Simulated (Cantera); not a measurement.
# Premixed flame

A freely propagating, adiabatic, planar premixed flame of H2 : O2 : N2 = 1 : 0.217 : 0.817 (molar parts), equivalence ratio 2.3, unburnt at 375 K and 14000 Pa; mixture-averaged transport, grid criteria slope 0.08 and curve 0.16, no radiation.

Computed with Cantera and the H2/O2 subset of GRI-Mech 3.0, which has no nitrogen chemistry. Burning velocities carry a grid error of a few per cent, more on coarse grids.

```tsv
z (mm)	T (K)	u (m/s)	x H2	x O2	x H2O	x H2O2	x H	x OH
-15.4	375	3.19	0.492	0.107	<1e-8	<1e-8	<1e-8	<1e-8
-10.3	375	3.19	0.492	0.107	<1e-8	<1e-8	<1e-8	<1e-8
-7.72	375	3.19	0.492	0.107	<1e-8	<1e-8	<1e-8	<1e-8
-5.15	375	3.19	0.492	0.107	<1e-8	<1e-8	<1e-8	<1e-8
-2.57	390	3.31	0.490	0.107	0.000483	5.27e-6	9.38e-5	4.58e-5
-1.29	633	5.25	0.457	0.100	0.0201	8.05e-6	0.0100	0.000372
0	1026	8.29	0.343	0.0609	0.106	1.47e-7	0.0640	0.00103
1.29	1256	10.1	0.254	0.00841	0.207	7.46e-8	0.103	0.00150
2.57	1341	10.8	0.246	0.000804	0.223	5.10e-8	0.101	0.00149
5.15	1432	11.4	0.253	0.000240	0.225	5.31e-8	0.0897	0.00179
10.3	1533	12.1	0.263	0.000201	0.227	4.81e-8	0.0752	0.00206
20.6	1641	12.9	0.273	0.000148	0.229	3.45e-8	0.0593	0.00219
41.2	1743	13.6	0.283	9.28e-5	0.231	2.02e-8	0.0440	0.00207
```
x: mole fraction of selected species; z is measured from the peak of heat release.

* **laminar burning velocity**: 319 cm/s
* **thermal thickness**: 5.15 mm
* **peak x(H2O2)**: 1.60e-5
* **peak x(H)**: 0.104
* **peak x(OH)**: 0.00219
* **grid points**: 143
